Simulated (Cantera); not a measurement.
A freely propagating, adiabatic, planar premixed flame of CH4 : H2 : O2 : N2 = 1 : 0.3 : 3.26 : 12.2 (molar parts), equivalence ratio 0.66, unburnt at 325 K and 0.960 bar; mixture-averaged transport, grid criteria slope 0.08 and curve 0.16, no radiation.

Detailed kinetics in Cantera: GRI-Mech 3.0 (53 species, 325 reactions). Burning velocities carry a grid error of a few per cent, more on coarse grids.

Task: How do the results move with these cheaper or finer settings: unity-Lewis-number transport; multicomponent transport; multicomponent+Soret transport; grid criteria slope 0.5, curve 1; grid criteria slope 0.25, curve 0.5; grid criteria slope 0.03, curve 0.06?

Result: 
```json
[
 {"setting": "as above", "laminar burning velocity": "23.5 cm/s", "thermal thickness": "0.654 mm", "peak x(C2H6)": "0.000302", "peak x(HCO)": "1.02e-5", "grid points": "137"},
 {"setting": "unity-Lewis-number transport", "laminar burning velocity": "24.5 cm/s", "thermal thickness": "0.586 mm", "peak x(C2H6)": "0.000232", "peak x(HCO)": "1.37e-5", "grid points": "126"},
 {"setting": "multicomponent transport", "laminar burning velocity": "23.8 cm/s", "thermal thickness": "0.658 mm", "peak x(C2H6)": "0.000310", "peak x(HCO)": "1.03e-5", "grid points": "137"},
 {"setting": "multicomponent+Soret transport", "laminar burning velocity": "23.2 cm/s", "thermal thickness": "0.666 mm", "peak x(C2H6)": "0.000299", "peak x(HCO)": "9.96e-6", "grid points": "137"},
 {"setting": "grid criteria slope 0.5, curve 1", "laminar burning velocity": "24.9 cm/s", "thermal thickness": "0.709 mm", "peak x(C2H6)": "0.000289", "peak x(HCO)": "9.56e-6", "grid points": "33"},
 {"setting": "grid criteria slope 0.25, curve 0.5", "laminar burning velocity": "24.0 cm/s", "thermal thickness": "0.676 mm", "peak x(C2H6)": "0.000296", "peak x(HCO)": "9.93e-6", "grid points": "55"},
 {"setting": "grid criteria slope 0.03, curve 0.06", "laminar burning velocity": "23.3 cm/s", "thermal thickness": "0.645 mm", "peak x(C2H6)": "0.000303", "peak x(HCO)": "1.03e-5", "grid points": "324"}
]
```
The base run took roughly 13 core-seconds.
Unity Lewis numbers drop preferential diffusion, which matters most where H2 and H carry the flame; Soret adds thermal diffusion.
